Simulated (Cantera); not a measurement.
**Low-pressure radical oxidation in H2/O2**

A perfectly stirred reactor is fed with H2 : O2 = 0.15 : 1 (molar parts), equivalence ratio 0.075, at 20.0 Torr; it is held at 1350 K, and followed from long to short residence time.

Model: the H2/O2 subset of GRI-Mech 3.0, which has no nitrogen chemistry, integrated in Cantera. Radical loss at walls, strong at low pressure, is not modelled. The temperature is held fixed by assumption; the heat of reaction is taken as removed at once.

```
τ (s)        x H2   x O2     x OH   x H2O   x H2O2       x O
-------  --------  -----  -------  ------  -------  --------
2.9      0.000111  0.859  0.00153   0.138  8.58e-8  0.000982
0.74     0.000269  0.857  0.00241   0.138  1.34e-7   0.00244
0.19     0.000634  0.853  0.00376   0.136  1.98e-7   0.00591
0.049     0.00144  0.844  0.00572   0.132  2.70e-7    0.0137
0.013     0.00298  0.827  0.00817   0.125  3.27e-7    0.0282
0.0032    0.00578  0.804   0.0107   0.113  3.58e-7    0.0473
0.00083    0.0113  0.793   0.0129  0.0997  4.01e-7    0.0551
```
x: mole fraction; the columns are a selection and need not sum to one.
